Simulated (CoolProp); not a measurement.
Vapour-liquid equilibrium of R143a (1) + R152A (2) at -61.45 °C; x and y are mole fractions of (1).

Model: multi-fluid Helmholtz-energy mixture model, Lemmon and Jacobsen 2000 and Outcalt 1996; pair parameters Bell 2016, in CoolProp.

```
x     bubble pressure (bar)  y at the bubble point  dew pressure at overall composition x (bar)  liquid density (mol/L)
----  ---------------------  ---------------------  -------------------------------------------  ----------------------
0.05                 0.1625                  0.199                                       0.1424                   16.33
0.2                  0.2298                  0.514                                       0.1627                   15.98
0.35                 0.2863                  0.672                                       0.1895                   15.65
0.5                  0.3365                  0.776                                       0.2258                   15.33
0.65                 0.3834                  0.854                                       0.2770                   15.02
0.8                  0.4289                  0.920                                       0.3502                   14.72
0.95                 0.4747                  0.981                                       0.4509                   14.43
```

No azeotrope shows between x = 0.05 and 0.95.

Pair parameters are fitted to limited data, so mixtures are less certain than the pure fluids.
